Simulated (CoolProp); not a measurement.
1000 sccm (0 °C, 1 atm) of nitrogen bubbles through liquid dimethyl carbonate at 347.2 K and leaves saturated at a total pressure of 0.15 MPa (ideal gas phase). Each further row changes one setting.

Computed with CoolProp (reference Helmholtz-energy equation of state, Zhou 2011).

```json
[
 {"case": "as stated", "vapour pressure (kPa)": "59.0", "mole fraction of vapour": "0.394", "delivery (mg/min)": "___", "delivery (sccm)": "649", "change of delivery for a bath 1 K warmer (%)": "___"},
 {"case": "bath temperature 352.2 K", "vapour pressure (kPa)": "___", "mole fraction of vapour": "0.469", "delivery (mg/min)": "3540", "delivery (sccm)": "882", "change of delivery for a bath 1 K warmer (%)": "___"},
 {"case": "total pressure 0.3 MPa", "vapour pressure (kPa)": "59.0", "mole fraction of vapour": "___", "delivery (mg/min)": "___", "delivery (sccm)": "___", "change of delivery for a bath 1 K warmer (%)": "___"}
]
```

Task: What belongs in the gaps?

Result: 
- as stated, delivery (mg/min): 2610
- as stated, change of delivery for a bath 1 K warmer (%): 6.1
- bath temperature 352.2 K, vapour pressure (kPa): 70.3
- bath temperature 352.2 K, change of delivery for a bath 1 K warmer (%): 6.8
- total pressure 0.3 MPa, mole fraction of vapour: 0.197
- total pressure 0.3 MPa, delivery (mg/min): 985
- total pressure 0.3 MPa, delivery (sccm): 245
- total pressure 0.3 MPa, change of delivery for a bath 1 K warmer (%): 4.5
